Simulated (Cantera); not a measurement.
Feed: 1 mol SiH2Cl2, 0.094 mol O2, 20 mol N2, at 49000 Pa.

Cantera equilibrium calculation (NASA polynomials, part measured and part estimated; ideal gas, pure solids and liquids). Candidate condensed phases: H2O, NH4Cl, Si, SiO2, Si2N2O, Si3N4; 47 gas species. N2 is the only nitrogen source here; it is nearly inert below about 1500 K, so the nitride shown seldom forms there in practice. Mutual solubility and eutectic melting of coexisting phases are not modelled. Kinetics and transport are ignored.

Task: What share of the Si ends up in condensed phases as a function of T (°C), at 500, 600, 700, 800, 900, 1000, 1100, 1200, 1300, 1400, 1500, 1600?

Result: 
```json
[
 {"T (°C)": "500", "Si condensed (%)": "76.6", "as": "Si2N2O(s) + Si3N4(s)"},
 {"T (°C)": "600", "Si condensed (%)": "78.8", "as": "Si2N2O(s) + Si3N4(s)"},
 {"T (°C)": "700", "Si condensed (%)": "80.5", "as": "Si2N2O(s) + Si3N4(s)"},
 {"T (°C)": "800", "Si condensed (%)": "81.8", "as": "Si2N2O(s) + Si3N4(s)"},
 {"T (°C)": "900", "Si condensed (%)": "82.8", "as": "Si2N2O(s) + Si3N4(s)"},
 {"T (°C)": "1000", "Si condensed (%)": "83.5", "as": "Si2N2O(s) + Si3N4(s)"},
 {"T (°C)": "1100", "Si condensed (%)": "83.5", "as": "Si2N2O(s) + Si3N4(s)"},
 {"T (°C)": "1200", "Si condensed (%)": "81.8", "as": "Si2N2O(s) + Si3N4(s)"},
 {"T (°C)": "1300", "Si condensed (%)": "76.8", "as": "Si2N2O(s) + Si3N4(s)"},
 {"T (°C)": "1400", "Si condensed (%)": "67.2", "as": "Si2N2O(s) + Si3N4(s)"},
 {"T (°C)": "1500", "Si condensed (%)": "55.1", "as": "Si2N2O(s) + Si3N4(s)"},
 {"T (°C)": "1600", "Si condensed (%)": "42.0", "as": "Si2N2O(s) + Si3N4(s)"}
]
```
